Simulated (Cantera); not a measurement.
A closed system holds: 1 mol SiO₂, a varied amount of H₂, equilibrated at 10.0 mbar.

Method: chemical equilibrium by Gibbs-energy minimisation in Cantera with the NASA 1993 tables (ideal gas, pure condensed phases). Candidate condensed phases: H₂O, Si, SiO₂; 18 gas species. The tables hold silica as quartz up to 1696 K and as liquid above; real silica turns to tridymite and cristobalite and melts near 1996 K. The numbers say what is thermodynamically allowed, not how fast it happens.

**Question.** What condenses at these points (T in °C, n(H₂) in mol): (1977, 0.31); (2202, 0.6); (2352, 4.2); (1752, 0.6); (2127, 1.1)?

**Answer.** 
```
T (°C)  n(H₂) in mol  condensed phases  Si condensed (%)
------  ------------  ----------------  ----------------
1977            0.31              SiO₂              86.7
2202             0.6              SiO₂               6.7
2352             4.2          gas only               0.0
1752             0.6              SiO₂              93.9
2127             1.1              SiO₂               9.5
```
